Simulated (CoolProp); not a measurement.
Values from CoolProp's reference Helmholtz-energy equation of state, Lemmon 2006. It is a short technical equation, of lower accuracy than the large ones.

Question: Give the vapour pressure (kPa), liquid density (kg/m³), vapour density (kg/m³), liquid cp (kJ/(kg K)) of saturated carbon monoxide at 101.5, 122.9 K.

Answer: 
```
T (K)  p (kPa)  liquid density (kg/m³)  vapour density (kg/m³)  liquid cp (kJ/(kg K))
-----  -------  ----------------------  ----------------------  ---------------------
101.5      607                     697                    23.6                   2.33
122.9     2180                     548                    95.2                   3.62
```
